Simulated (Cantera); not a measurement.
Charge: 1 mol Si₃H₈, 11 mol N₂, at 1723 K and 10.0 mbar.

Cantera equilibrium calculation (NASA polynomials, part measured and part estimated; ideal gas, pure solids and liquids). Candidate condensed phases: Si, Si₃N₄; 18 gas species. The feed counts by its element totals alone. Equilibrium is a limit: real reactors are often held back by kinetics, nucleation or transport.

Base state: N₂ 0.692, H₂ 0.307, H 0.00101, Si 4.81e-5 (mole fractions); condensed: Si₃N₄(s).

Problem. What changes in the equilibrium state with this change: temperature from 1723 K to 948 K?

Solution. 
```csv
species,before,after
N₂,0.692,0.692
H₂,0.307,0.308
H,0.00101,2.91e-9
Si,4.81e-5,<1e-9
"Si₃N₄(s), mol",1.000,1.00
```
N₂ is the only nitrogen source here; it is nearly inert below about 1500 K, so the nitride shown seldom forms there in practice.
